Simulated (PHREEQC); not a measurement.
Dissolve 0.0049 mol KCl, 0.3 mol HF and 1.9e-05 mol CO2 per kg of water at 25 °C. Closed to the air; pH follows from the charge balance.

Computed with PHREEQC (ion-association model, wateq4f.dat).

```
quantity                   before    after
------------------------  -------  -------
pH                           1.89     2.00
ionic strength (mol/kgw)   0.0195   0.0162
HF (mol/kgw)                0.155    0.257
H2F2 (mol/kgw)             0.0626   0.0129
F- (mol/kgw)              0.00916  0.00546
HF2- (mol/kgw)            0.00546  0.00583
```

Question: Name the change that produced these shifts.
(A) HF replaced by (CH3)4NF at the same molality
(B) HF from 0.3 to 0.45 mol/kgw
(C) temperature from 25 to 90 °C
(D) HF from 0.3 to 0.33 mol/kgw
(E) CO2 left out

Answer: C, temperature from 25 to 90 °C

This is a speciation only: nothing precipitates in the calculation. wateq4f.dat counts part of the HF as a dimer, H2F2, which phreeqc.dat doesn't know; its constant is uncertain. At this temperature some constants are extrapolated from 25 °C, and those without enthalpy data are left unchanged.
